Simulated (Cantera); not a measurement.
An isothermal, constant-pressure homogeneous reactor starts with 25.2 % NO, 74.8 % N₂, at 2175 K and 10.00 Torr.

Computed with Cantera and GRI-Mech 3.0 (53 species, 325 reactions). Radical loss at walls, strong at low pressure, is not modelled.

### Question
Predict: x(NO) at 10.0 s; x(O) at 10.0 s; x(NO₂) at 10.0 s; x(O₂) at 10.0 s; x(N₂O) at 10.0 s; x(N₂) at 10.0 s.

### Answer
```json
{
  "x(NO) at 10.0 s": "0.0132 (gas-phase equilibrium 0.00938)",
  "x(O) at 10.0 s": "0.00675 (gas-phase equilibrium 0.00688)",
  "x(NO₂) at 10.0 s": "1.50e-6 (gas-phase equilibrium 1.07e-6)",
  "x(O₂) at 10.0 s": "0.116 (gas-phase equilibrium 0.117)",
  "x(N₂O) at 10.0 s": "8.26e-8 (gas-phase equilibrium 6.32e-8)",
  "x(N₂) at 10.0 s": "0.864 (gas-phase equilibrium 0.866)"
}
```
